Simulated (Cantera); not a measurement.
Input (Python, Cantera) and output of one run.

```python
import numpy as np
import cantera as ct

gas_names = """
    C CN CO CO2 C2 CCN CNC C2N2 C2O C3 C3O2 C4 C4N2 C5 Cu CuO Cu2 N NCO NO NO2 NO3 N2 N2O O O2 O3
""".split()
cond_names = """
    C(gr) Cu(cr) Cu(L) CuO(s) Cu2O(s) Cu2O(L)
""".split()


# ... load() reads the species with a 1 bar reference pressure and builds the phases ...
atoms = {
    'Cu2O': {'Cu': 2, 'O': 1},
    'C': {'C': 1},
    'N2': {'N': 2},
}
top_T = {'C(gr)': 4500, 'CuO(s)': 1390}  # K; cautious upper limits of use, not melting points


# ... equilibrate(T, P, feed) seeds the gas with the atoms and calls Mixture.equilibrate('TP', solver="vcs", rtol=1e-11, max_steps=5000) ...
results = []
feed = {'Cu2O': 1, 'C': 2.8, 'N2': 0.98}  # mol
P = 63  # Pa
for T in [1598, 1748, 1898, 2048, 2198, 2348, 2498]:
    mix = equilibrate(T, P, feed)
    results.append((T, P, feed, dict(zip(mix.species_names, mix.species_moles))))

top = {s: max(r[3][s] / sum(r[3][g] for g in gas_names) for r in results) for s in gas_names}
cols = sorted((s for s in top if top[s] > 1e-06), key=lambda s: -top[s])[:9]
seen = [c for c in cond_names if any(r[3].get(c, 0) > 1e-12 for r in results)]
print("log10 of partial pressures in bar; condensed amounts in mol")
print(f"{'T/K':>10s}" + "".join(f"{s[:9]:>10s}" for s in cols + seen))
for T, P, feed, n in results:
    ng = sum(n[g] for g in gas_names)
    print(f"{T:10.4g}" + "".join(f"{np.log10(max(n[s] / ng * P / 1e5, 1e-99)):10.3f}" for s in cols)
          + "".join(f"{n.get(c, 0):10.4g}" for c in seen))
```

Result:

```
log10 of partial pressures in bar; condensed amounts in mol
       T/K        Cu        CO        N2        CN        C3       Cu2         C        C2      C2N2     C(gr)     Cu(L)
      1598    -4.413    -3.525    -3.534   -10.875   -15.969    -7.564   -15.230   -17.060   -11.326       1.8     1.871
      1748    -3.536    -3.768    -3.776    -9.774   -13.652    -6.354   -13.217   -14.739   -10.692       1.8    0.2888
      1898    -3.500    -3.800    -3.809    -8.762   -11.709    -6.743   -11.523   -12.788    -9.987       1.8         0
      2048    -3.500    -3.800    -3.809    -7.887   -10.056    -7.137   -10.078   -11.126    -9.358       1.8         0
      2198    -3.500    -3.801    -3.809    -7.133    -8.635    -7.479    -8.832    -9.694    -8.815     1.799         0
      2348    -3.500    -3.801    -3.810    -6.476    -7.399    -7.778    -7.745    -8.447    -8.342     1.797         0
      2498    -3.500    -3.801    -3.812    -5.900    -6.317    -8.044    -6.791    -7.353    -7.927     1.781         0
```

Method: chemical equilibrium by Gibbs-energy minimisation in Cantera with the NASA 1993 tables (ideal gas, pure condensed phases).
